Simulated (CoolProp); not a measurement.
Values from CoolProp's reference Helmholtz-energy equation of state, Tillner-Roth 1997.

For CH2F2 (R32), give the phase and the cp (kJ/(kg K)), speed of sound (m/s), Joule-Thomson coefficient (K/MPa), fugacity coefficient at 242.2 K and 76.1 bar.


- 242.2 K and 76.1 bar: liquid; cp 1.60, speed of sound 908, Joule-Thomson coefficient -0.228, fugacity coefficient 0.0378
